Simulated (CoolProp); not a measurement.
The fluid at 293.15 K and 3 MPa is throttled through a valve to 1.43 MPa with no heat exchange. The same conditions are run with several fluids, on thermodynamics alone (safety and materials aside).

The numbers come from the reference Helmholtz-energy equation of state of each fluid (ethane: Bücker 2006; oxygen: Schmidt 1985; CF4 (R14): Platzer 1990; fluorine: de Reuck 1990; carbon monoxide: Lemmon 2006) in CoolProp. The equations of Platzer and Polt are older, rougher fits.

```
fluid            temperature change (K)  final density (kg/m³)
---------------  ----------------------  ---------------------
ethane                            -24.7                   23.2
oxygen                             -4.2                   19.2
CF4 (R14)                          -9.3                   56.9
fluorine                           -3.0                   22.7
carbon monoxide                    -3.8                   16.7
```
